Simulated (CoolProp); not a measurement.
The numbers come from the reference Helmholtz-energy equation of state, Lemmon 2006 in CoolProp. It is a short technical equation, of lower accuracy than the large ones.

### Question
For CH3F (R41), give the phase and the density (kg/m³), fugacity coefficient at -82.15 °C and 101 kPa.

### Answer
- -82.15 °C and 101 kPa: liquid; density 889, fugacity coefficient 0.781
